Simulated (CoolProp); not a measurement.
Vapour-liquid equilibrium of R22 (1) + acetone (2) at 19.85 °C; x and y are mole fractions of (1).

Values from CoolProp's multi-fluid Helmholtz-energy mixture model, Kamei 1995 and Lemmon 2006; pair parameters Bell 2016.

```csv
x,bubble pressure (bar),y at the bubble point,dew pressure at overall composition x (bar),liquid density (mol/L)
0.05,…,0.615,0.2578,13.67
0.125,1.022,0.777,0.2796,13.77
0.2,1.351,0.839,0.3053,13.88
0.275,1.678,0.878,0.3362,…
0.35,2.046,0.908,0.3740,14.10
0.425,2.490,0.933,0.4214,14.20
0.5,…,0.952,0.4824,14.30
0.575,3.703,0.968,0.5638,14.39
0.65,4.504,0.980,…,…
0.725,5.432,0.988,0.8480,14.49
0.8,6.451,0.994,1.126,14.47
0.875,…,0.997,1.645,14.39
0.95,8.479,0.999,2.956,14.21
```

### Question
Fill in the missing entries.

### Answer

- 0.05, bubble pressure (bar): 0.6189
- 0.275, liquid density (mol/L): 13.99
- 0.5, bubble pressure (bar): 3.035
- 0.65, dew pressure at overall composition x (bar): 0.6778
- 0.65, liquid density (mol/L): 14.45
- 0.875, bubble pressure (bar): 7.496

No azeotrope shows between x = 0.05 and 0.95.

Pair parameters are fitted to limited data, so mixtures are less certain than the pure fluids.
